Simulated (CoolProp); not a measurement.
Vapour pressure (kPa) of R245ca: the reference equation beside estimates from Tc = 174.4 °C, pc = 3941 kPa, ω = 0.355. Clausius-Clapeyron is anchored at -18.05 °C with a constant enthalpy of vaporisation of 30.60 kJ/mol.

Values from CoolProp's reference Helmholtz-energy equation of state, Zhou 2016.

```csv
T (°C),reference,Lee-Kesler,Clausius-Clapeyron,van der Waals,Soave-Redlich-Kwong,Peng-Robinson
-23.55,9.602,9.583,9.647,221.4,9.746,10.25
-20.85,11.28,11.24,11.30,236.5,11.41,11.96
-18.05,13.26,13.20,13.26,252.9,13.39,13.98
-15.25,15.52,15.43,15.51,270.0,15.64,16.28
-12.45,18.09,17.98,18.08,287.9,18.20,18.88
-9.75,20.90,20.75,20.89,305.9,20.98,21.71
-6.95,24.17,23.99,24.20,325.4,24.23,25.00
-4.15,27.85,27.64,27.94,345.7,27.88,28.69
-1.35,31.97,31.73,32.17,366.9,31.97,32.81
1.45,36.57,36.30,36.94,388.9,36.55,37.41
4.15,41.50,41.20,42.08,411.0,41.45,42.33
6.95,47.17,46.84,48.06,434.8,47.08,47.97
9.75,53.44,53.09,54.73,459.4,53.32,54.21
12.55,60.37,60.00,62.17,485.0,60.21,61.09
15.35,67.99,67.61,70.45,511.6,67.79,68.65
```

Absolute difference from the reference over all 15 rows, mean and median: Lee-Kesler 0.6 and 0.7 %, Clausius-Clapeyron 1.0 and 0.5 %, van der Waals 1248.7 and 1141.3 %, Soave-Redlich-Kwong 0.5 and 0.3 %, Peng-Robinson 3.3 and 3.0 %.
